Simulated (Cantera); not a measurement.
Input: 1 mol PbO, 0.12 mol H2, 0.1 mol N2, equilibrated at 0.0130 bar.

These are equilibrium values from Cantera (NASA tables, ideal gas, pure condensed phases), not measurements of a reactor. Candidate condensed phases: H2O, Pb, PbO, PbO2, Pb3O4; 27 gas species. Gases not in the tables: (PbO)n polymers. Equilibrium is a limit: real reactors are often held back by kinetics, nucleation or transport.

x: gas mole fraction; n: condensed amount in mol.

```json
[
 {"T (°C)": "1177", "x PbO": "0.351", "x Pb": "0.231", "x H2O": "0.227", "x N2": "0.189", "x O2": "0.00215", "x OH": "7.08e-5", "x NO": "4.71e-5", "n PbO(l)": "0.692"},
 {"T (°C)": "1202", "x PbO": "0.491", "x Pb": "0.188", "x H2O": "0.170", "x N2": "0.142", "x O2": "0.00908", "x OH": "0.000110", "x NO": "9.52e-5", "n PbO(l)": "0.521"},
 {"T (°C)": "1227", "x PbO": "0.637", "x Pb": "0.157", "x H2O": "0.0952", "x N2": "0.0793", "x O2": "(withheld)", "x OH": "(withheld)", "x NO": "(withheld)", "n PbO(l)": "0"},
 {"T (°C)": "1252", "x PbO": "0.622", "x Pb": "0.168", "x H2O": "0.0947", "x N2": "0.0789", "x O2": "0.0362", "x OH": "0.000180", "x NO": "0.000181", "n PbO(l)": "0"},
 {"T (°C)": "1277", "x PbO": "0.607", "x Pb": "0.178", "x H2O": "0.0941", "x N2": "0.0784", "x O2": "(withheld)", "x OH": "(withheld)", "x NO": "(withheld)", "n PbO(l)": "0"},
 {"T (°C)": "1302", "x PbO": "0.590", "x Pb": "0.190", "x H2O": "0.0935", "x N2": "0.0779", "x O2": "0.0479", "x OH": "0.000288", "x NO": "0.000261", "n PbO(l)": "0"},
 {"T (°C)": "1327", "x PbO": "0.573", "x Pb": "0.202", "x H2O": "0.0928", "x N2": "0.0773", "x O2": "0.0541", "x OH": "0.000360", "x NO": "0.000308", "n PbO(l)": "0"}
]
```

Task: What belongs in the gaps?

Result: 
- 1227, x O2: 0.0309
- 1227, x OH: 0.000140
- 1227, x NO: 0.000149
- 1277, x O2: 0.0419
- 1277, x OH: 0.000229
- 1277, x NO: 0.000219
